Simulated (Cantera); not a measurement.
Feed: 1 mol SiH₂Cl₂, 0.31 mol C₂H₂, 2.5 mol H₂, held at 69.0 Torr.

Method: chemical equilibrium by Gibbs-energy minimisation in Cantera with the NASA 1993 tables (ideal gas, pure condensed phases). Candidate condensed phases: C, C₆H₆, C₇H₈, C₈H₁₈, Si, SiC; 109 gas species. The tables' values for SiCl₃, SiCl are old estimates; treat these amounts as uncertain. Rates play no part. All values below are at 1700 K.

Base state: H₂ 0.669, HCl 0.251, SiCl₂ 0.0726, SiCl₃ 0.00544, SiCl₄ 0.000803, SiHCl₃ 0.000414, H 0.000397, Cl 0.000116 (mole fractions); condensed: SiC(s).

### Question
What changes in the equilibrium state with this change: C₂H₂ from 0.31 to 0.21 mol?

### Answer
```tsv
species	before	after
H₂	0.669	0.704
HCl	0.251	0.172
SiCl₂	0.0726	0.117
SiCl	2.39e-5	5.78e-5
SiH₂Cl₂	3.72e-5	6.29e-5
SiC(s), mol	0.620	0.420
```
